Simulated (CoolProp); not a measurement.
CH3F (R41) at 321.44 K and 4.61 MPa is throttled through a valve to 0.599 MPa with no heat exchange. Each further row changes one setting.

Model: reference Helmholtz-energy equation of state, Lemmon 2006, in CoolProp. It is a short technical equation, of lower accuracy than the large ones.

| case | temperature change (K) | final density (kg/m³) |
|---|---|---|
| as stated | [?] | [?] |
| outlet pressure 0.18 MPa | [?] | [?] |
| outlet pressure 0.779 MPa | [?] | [?] |

Task: Complete the blanks.

Result: 
- as stated, temperature change (K): -74.9
- as stated, final density (kg/m³): 11.1
- outlet pressure 0.18 MPa, temperature change (K): -89.5
- outlet pressure 0.18 MPa, final density (kg/m³): 3.30
- outlet pressure 0.779 MPa, temperature change (K): -69.6
- outlet pressure 0.779 MPa, final density (kg/m³): 14.5
